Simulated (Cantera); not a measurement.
A diamond (100) surface in a fixed gas of H2 with x(CH4) = 0.0064, x(CH3) = 8.5e-05, at 1150 K, 0.0770 bar; coverages are run to steady state.

Computed with Cantera and the Harris–Goodwin 1993 mechanism for the reconstructed diamond (100) surface.

θ: site fractions in the mechanism's names (c6HH fully hydrogenated, c6H* and c6*H radical sites, c6** diradical, c6HM methylated).

```json
[
 {"x(H)": "0.0001", "growth (µm/h)": "___", "θ c6HH": "0.602", "θ c6H*": "0.0253", "θ c6*H": "0.359", "θ c6**": "0.00521", "θ c6HM": "0.00422"},
 {"x(H)": "0.00022", "growth (µm/h)": "___", "θ c6HH": "0.540", "θ c6H*": "0.0291", "θ c6*H": "0.412", "θ c6**": "0.00985", "θ c6HM": "0.00513"},
 {"x(H)": "0.0005", "growth (µm/h)": "___", "θ c6HH": "0.503", "θ c6H*": "0.0311", "θ c6*H": "0.441", "θ c6**": "0.0151", "θ c6HM": "0.00560"},
 {"x(H)": "0.0011", "growth (µm/h)": "___", "θ c6HH": "0.485", "θ c6H*": "0.0321", "θ c6*H": "0.455", "θ c6**": "0.0192", "θ c6HM": "0.00533"},
 {"x(H)": "0.0025", "growth (µm/h)": "___", "θ c6HH": "0.477", "θ c6H*": "0.0326", "θ c6*H": "0.462", "θ c6**": "0.0218", "θ c6HM": "0.00428"},
 {"x(H)": "0.0055", "growth (µm/h)": "___", "θ c6HH": "0.474", "θ c6H*": "0.0329", "θ c6*H": "0.466", "θ c6**": "0.0232", "θ c6HM": "0.00291"},
 {"x(H)": "0.012", "growth (µm/h)": "___", "θ c6HH": "0.473", "θ c6H*": "0.0332", "θ c6*H": "0.468", "θ c6**": "0.0239", "θ c6HM": "0.00170"},
 {"x(H)": "0.027", "growth (µm/h)": "5.53", "θ c6HH": "0.472", "θ c6H*": "0.0335", "θ c6*H": "0.469", "θ c6**": "0.0243", "θ c6HM": "0.000866"},
 {"x(H)": "0.06", "growth (µm/h)": "5.90", "θ c6HH": "0.472", "θ c6H*": "0.0341", "θ c6*H": "0.468", "θ c6**": "0.0246", "θ c6HM": "0.000417"}
]
```

Task: Fill in the missing entries.

Result: 
- 0.0001, growth (µm/h): 0.163
- 0.00022, growth (µm/h): 0.386
- 0.0005, growth (µm/h): 0.833
- 0.0011, growth (µm/h): 1.57
- 0.0025, growth (µm/h): 2.68
- 0.0055, growth (µm/h): 3.88
- 0.012, growth (µm/h): 4.86
